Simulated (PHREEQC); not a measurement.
Consider water at 25 °C with 0.0013 mol/kgw KOH, 0.23 mol/kgw Fe(NO3)3 and 4.7e-05 mol/kgw CO2. Closed to the air; pH follows from the charge balance.

Model: ion-association model, wateq4f.dat, run in PHREEQC.

```csv
quantity,before,after
pH,1.65,1.27
ionic strength (mol/kgw),1.33,1.26
Fe+3 (mol/kgw),0.198,0.155
FeOH+2 (mol/kgw),0.0228,0.0575
Fe2(OH)2+4 (mol/kgw),0.00422,0.00831
Fe3(OH)4+5 (mol/kgw),0.000186,6.89e-5
SI of Goethite (FeOOH),+4.02,+3.98
SI of Hematite (Fe2O3),+10.05,+10.15
```

Which change was made?
A) KOH from 0.0013 to 0.00117 mol/kgw
B) Fe(NO3)3 from 0.23 to 0.253 mol/kgw
C) temperature from 25 to 65 °C
D) 0.012 mol/kgw ZnSO4 added

C, temperature from 25 to 65 °C

Precipitation was switched off in this run. The ionic strength passes 0.7 mol/kgw, the rough limit of the ion-association models, in every such run. Some of these states are supersaturated (in Hematite (slow to form), Goethite (slow to form), for instance). Away from 25 °C the constants follow the database's enthalpies or fits; those with neither stay at their 25 °C values.
